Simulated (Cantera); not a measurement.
An adiabatic, constant-pressure homogeneous reactor starts with CH4 : H2 : O2 : N2 = 1 : 0.29 : 1.79 : 15.4 (molar parts), equivalence ratio 1.2, at 1373 K and 1.60 bar. Integrator tolerance rtol = 1e-08.

Detailed kinetics in Cantera: GRI-Mech 3.0 (53 species, 325 reactions).

What does this change do: pressure from 1.60 bar to 18.0 bar?


```
quantity                                                              before                                      after
---------------------------------  -----------------------------------------  -----------------------------------------
time of steepest temperature rise                                    1.86 ms                                   0.225 ms
temperature at 1.00 s                                                 2318 K                                     2334 K
equilibrium temperature                                               2318 K                                     2334 K
x(CH4) at 1.00 s                       <1e-12 (gas-phase equilibrium <1e-12)  1.51e-12 (gas-phase equilibrium 1.70e-12)
x(H2) at 1.00 s                        0.0151 (gas-phase equilibrium 0.0151)      0.0147 (gas-phase equilibrium 0.0147)
x(O2) at 1.00 s                    0.000166 (gas-phase equilibrium 0.000166)    1.88e-5 (gas-phase equilibrium 1.88e-5)
x(NO) at 1.00 s                    0.000470 (gas-phase equilibrium 0.000470)  0.000163 (gas-phase equilibrium 0.000163)
x(N2O) at 1.00 s                     3.37e-8 (gas-phase equilibrium 3.37e-8)    3.93e-8 (gas-phase equilibrium 3.93e-8)
x(C2H6) at 1.00 s                      <1e-12 (gas-phase equilibrium <1e-12)      <1e-12 (gas-phase equilibrium <1e-12)
x(CO2) at 1.00 s                       0.0296 (gas-phase equilibrium 0.0296)      0.0300 (gas-phase equilibrium 0.0300)
```
The pressure lies above the range GRI-Mech 3.0 was tuned for (to about 10 atm).

What does this change do: initial temperature 1373 to 1725 K?


| quantity | before | after |
|---|---|---|
| time of steepest temperature rise | 1.86 ms | 0.131 ms |
| temperature at 1.00 s | 2318 K | 2572 K |
| equilibrium temperature | 2318 K | 2572 K |
| x(CH4) at 1.00 s | <1e-12 (gas-phase equilibrium <1e-12) | <1e-12 (gas-phase equilibrium <1e-12) |
| x(H2) at 1.00 s | 0.0151 (gas-phase equilibrium 0.0151) | 0.0169 (gas-phase equilibrium 0.0169) |
| x(O2) at 1.00 s | 0.000166 (gas-phase equilibrium 0.000166) | 0.00156 (gas-phase equilibrium 0.00156) |
| x(NO) at 1.00 s | 0.000470 (gas-phase equilibrium 0.000470) | 0.00229 (gas-phase equilibrium 0.00229) |
| x(N2O) at 1.00 s | 3.37e-8 (gas-phase equilibrium 3.37e-8) | 1.64e-7 (gas-phase equilibrium 1.64e-7) |
| x(C2H6) at 1.00 s | <1e-12 (gas-phase equilibrium <1e-12) | <1e-12 (gas-phase equilibrium <1e-12) |
| x(CO2) at 1.00 s | 0.0296 (gas-phase equilibrium 0.0296) | 0.0256 (gas-phase equilibrium 0.0256) |
